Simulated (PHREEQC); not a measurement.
Solution (25 °C): 0.0013 mol CaSO4, 5.4e-06 mol CO2 and 0.014 mol KCl per kg of water. Closed to the air; pH follows from the charge balance.

Equilibrium calculation in PHREEQC: ion-association model, wateq4f.dat.

```
quantity           before     after
---------------  --------  --------
CO2 (mol/kgw)     3.87e-6   1.72e-6
HCO3- (mol/kgw)   1.52e-6   9.71e-7
CO3-2 (mol/kgw)  8.14e-11  7.00e-11
```

**Question.** Which change was made?
(A) CaSO4 from 0.0013 to 0.013 mol/kgw
(B) KCl from 0.014 to 0.0014 mol/kgw
(C) diluted 2-fold with water
(D) 0.00045 mol/kgw (CH3)4NCl added
(E) CaSO4 left out

**Answer.** C, diluted 2-fold with water

Precipitation was switched off in this run.
